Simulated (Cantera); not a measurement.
Charge: 1 mol Si, 2.8 mol Cl2, 0.22 mol H2, held at 900 K and 1 atm.

Equilibrium computed with Cantera from the NASA thermochemical tables; the gas is ideal and each condensed phase is pure. Candidate condensed phases: Si; 19 gas species. Rates play no part.

Base state: SiCl4 0.495, Cl2 0.287, HCl 0.218, Cl 3.94e-5 (mole fractions); condensed: gas only.

Task: What changes in the equilibrium state with this change: Cl2 from 2.8 to 1.2 mol?

Result: 
```json
[
 {"species": "SiCl4", "before": "0.495", "after": "0.663"},
 {"species": "H2", "before": "<1e-9", "after": "0.214"},
 {"species": "SiHCl3", "before": "<1e-9", "after": "0.116"},
 {"species": "Cl2", "before": "0.287", "after": "<1e-9"},
 {"species": "HCl", "before": "0.218", "after": "0.00348"},
 {"species": "SiH2Cl2", "before": "<1e-9", "after": "0.00192"},
 {"species": "SiCl3", "before": "<1e-9", "after": "0.00103"},
 {"species": "SiCl2", "before": "<1e-9", "after": "7.69e-5"},
 {"species": "Cl", "before": "3.94e-5", "after": "<1e-9"},
 {"species": "Si(s), mol", "before": "0", "after": "0.377"}
]
```
The tables' values for SiCl3 are old estimates; treat these amounts as uncertain.
